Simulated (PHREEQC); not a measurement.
A solution holds 1 mol/kgw H2SO4 and 0.029 mol/kgw H3BO3, at 25 °C. It is in equilibrium with CO2 at log p = -3.5 (atm). Otherwise closed; pH follows from the charge balance.

Equilibrium calculation in PHREEQC: Pitzer model, pitzer.dat.

Task: The ionic strength comes out as 1.47 mol/kgw. What activity coefficients do SO4-2, HSO4-, H+ get?

Result: SO4-2 0.019, HSO4- 0.71, H+ 1.0. Single-ion values are on the MacInnes scale.

This is a speciation only: nothing precipitates in the calculation. In brines, pH and single-ion activities rest on the MacInnes convention.
